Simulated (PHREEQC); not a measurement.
Solution (25 °C): 2 mmol/kgw H3PO4 and 4.3 mmol/kgw NiSO4. Closed to the air; pH follows from the charge balance.

The numbers come from PHREEQC with the ion-association model, wateq4f.dat.

**Question.** The ionic strength comes out as 0.0151 mol/kgw. What activity coefficients do HSO4-, SO4-2, H2PO4-, Ni+2, H+ get?

**Answer.** HSO4- 0.89, SO4-2 0.62, H2PO4- 0.89, Ni+2 0.61, H+ 0.90.

No solid was allowed to form. H3PO4, which wateq4f.dat lacks, is added to it with the constant of phreeqc.dat. The database has no phosphate complexes of Ni.
